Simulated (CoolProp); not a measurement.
1000 sccm (0 °C, 1 atm) of nitrogen bubbles through liquid ethanol at 285.3 K and leaves saturated at a total pressure of 0.049 MPa (ideal gas phase). Each further row changes one setting.

Values from CoolProp's reference Helmholtz-energy equation of state, Schroeder 2014.

| case | vapour pressure (kPa) | mole fraction of vapour | delivery (mg/min) | delivery (sccm) | change of delivery for a bath 1 K warmer (%) |
|---|---|---|---|---|---|
| as stated | 3.62 | 0.0738 | 164 | 79.7 | 7.1 |
| bath temperature 290.3 K | 4.94 | 0.101 | 231 | 112 | 7.1 |
| total pressure 0.098 MPa | 3.62 | 0.0369 | 78.7 | 38.3 | 6.8 |
